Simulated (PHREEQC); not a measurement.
Dissolve 0.074 mol NH4HF2, 0.041 mol H2SiF6 and 0.033 mol HCl per kg of water at 8.9 °C. Closed to the air; pH follows from the charge balance.

The numbers come from PHREEQC with the ion-association model, phreeqc.dat.

No solid was allowed to form.

Task: Order these F species by the share of F that they hold, largest first: HF, SiF6-2, F-, HF2-.

Result: SiF6-2 (62 %), HF (35 %), F- (1.2 %), HF2- (1.0 %)

The pH is 1.41 and the ionic strength 0.163 mol/kgw. Away from 25 °C the constants follow the database's enthalpies or fits; those with neither stay at their 25 °C values. SiF6-2 is the database's only silicon fluoride.
